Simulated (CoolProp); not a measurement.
Vapour-liquid equilibrium of CH2F2 (R32) (1) + R236FA (2) at 260.5 K; x and y are mole fractions of (1).

Computed with CoolProp (multi-fluid Helmholtz-energy mixture model, Tillner-Roth 1997 and Pan 2012; pair parameters Bell 2016).

```tsv
x	bubble pressure (MPa)	y at the bubble point	dew pressure at overall composition x (MPa)	liquid density (mol/L)
0.05	0.08432	0.291	0.06509	10.03
0.125	0.1189	0.529	0.07006	10.50
0.2	0.1543	0.662	0.07586	11.01
0.275	0.1899	0.747	0.08270	11.56
0.35	0.2254	0.805	0.09089	12.16
0.425	0.2606	0.847	0.1009	12.81
0.5	0.2953	0.880	0.1133	13.54
0.575	0.3298	0.906	0.1292	14.33
0.65	0.3640	0.928	0.1502	15.21
0.725	0.3985	0.946	0.1793	16.20
0.8	0.4334	0.963	0.2220	17.31
0.875	0.4691	0.978	0.2895	18.57
0.95	0.5058	0.991	0.4060	20.01
```

No azeotrope shows between x = 0.05 and 0.95.

The pair parameters rest on a limited set of measurements; away from them the model extrapolates.
